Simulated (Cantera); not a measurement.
Feed: 1 mol Cu, 2.3 mol CO2, 95 mol N2, held at 1598 K and 12800 Torr.

These are equilibrium values from Cantera (NASA tables, ideal gas, pure condensed phases), not measurements of a reactor. Candidate condensed phases: C, Cu, CuO, Cu2O; 27 gas species. Rates play no part.

Base state: N2 0.976, CO2 0.0236, CO 3.50e-5, NO 1.48e-5, O2 1.01e-5 (mole fractions); condensed: Cu(l).

### Question
What changes in the equilibrium state with this change: pressure from 12800 Torr to 10.5 Torr?

### Answer
| species | before | after |
|---|---|---|
| N2 | 0.976 | 0.973 |
| CO2 | 0.0236 | 0.0232 |
| Cu | 2.27e-6 | 0.00276 |
| O2 | 1.01e-5 | 0.000136 |
| CO | 3.50e-5 | 0.000327 |
| NO | 1.48e-5 | 5.42e-5 |
| Cu(l), mol | 1.000 | 0.730 |
